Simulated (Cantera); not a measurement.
Mixture: H2 : O2 : N2 = 1 : 0.806 : 3.03 (molar parts), equivalence ratio 0.62, at 3750 Torr, adiabatic and at constant volume. Ignition delay is the time to a rise of 400 K.

Cantera simulation using the H2/O2 subset of GRI-Mech 3.0, which has no nitrogen chemistry; the numbers are that mechanism's predictions, not measurements. The hydrogen kinetics of GRI-Mech 3.0 are dated; newer H2 mechanisms differ, most at raised pressure. Below about 950 K walls govern HO2 and H2O2 in real vessels.

```json
[
 {"quantity": "delay at 850 K", "before": "0.915 s", "after": "2.14 s"},
 {"quantity": "delay at 1050 K", "before": "3.09 ms", "after": "0.138 ms"},
 {"quantity": "delay at 1250 K", "before": "9.39 µs", "after": "35.9 µs"},
 {"quantity": "delay at 1450 K", "before": "3.34 µs", "after": "19.0 µs"}
]
```

Task: Which change was made?
(A) O2 0.806 to 0.25 parts
(B) N2 3.03 to 5 parts
(C) pressure from 3750 Torr to 1350 Torr
(D) pressure from 3750 Torr to 760 Torr

Result: D, pressure from 3750 Torr to 760 Torr
